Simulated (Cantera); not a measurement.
**Thermodynamics of silicon etching in halogen gases, feed Si + HBr**

Input: 1 mol Si, 6.4 mol HBr, equilibrated at 0.000100 bar.

These are equilibrium values from Cantera (NASA tables, ideal gas, pure condensed phases), not measurements of a reactor. Candidate condensed phases: Br2, Si; 19 gas species. The tables' values for SiBr3, SiBr are old estimates; treat these amounts as uncertain. Rates play no part.

| T (°C) | x HBr | x H2 | x Br | x SiBr4 | x SiBr2 | x SiBr3 |
|---|---|---|---|---|---|---|
| 325 | 0.444 | 0.370 | 1.41e-9 | 0.185 | 1.20e-12 | 2.26e-9 |
| 400 | 0.444 | 0.370 | 4.08e-8 | 0.185 | 7.10e-10 | 1.12e-7 |
| 475 | 0.444 | 0.370 | 6.08e-7 | 0.185 | 1.14e-7 | 2.53e-6 |
| 550 | 0.445 | 0.370 | 5.57e-6 | 0.185 | 7.09e-6 | 3.19e-5 |
| 625 | 0.445 | 0.370 | 3.54e-5 | 0.184 | 0.000217 | 0.000260 |
| 700 | 0.451 | 0.364 | 0.000173 | 0.179 | 0.00362 | 0.00146 |
| 775 | 0.490 | 0.330 | 0.000759 | 0.147 | 0.0270 | 0.00479 |
| 850 | 0.567 | 0.260 | 0.00318 | 0.0848 | 0.0769 | 0.00785 |
| 925 | 0.625 | 0.203 | 0.0110 | 0.0326 | 0.121 | 0.00756 |
| 1000 | 0.633 | 0.182 | 0.0293 | 0.00862 | 0.142 | 0.00509 |
| 1075 | 0.601 | 0.186 | 0.0614 | 0.00185 | 0.147 | 0.00285 |
| 1150 | 0.540 | 0.203 | 0.109 | 0.000376 | 0.146 | 0.00148 |
| 1225 | 0.461 | 0.227 | 0.168 | 7.52e-5 | 0.142 | 0.000749 |
| 1300 | 0.374 | 0.253 | 0.233 | 1.51e-5 | 0.137 | 0.000373 |
x: gas mole fraction; nothing condenses.

From 325 °C to 1300 °C nothing is condensed. The main Si-bearing gas is SiBr4 at 325 °C and SiBr2 at 1300 °C.
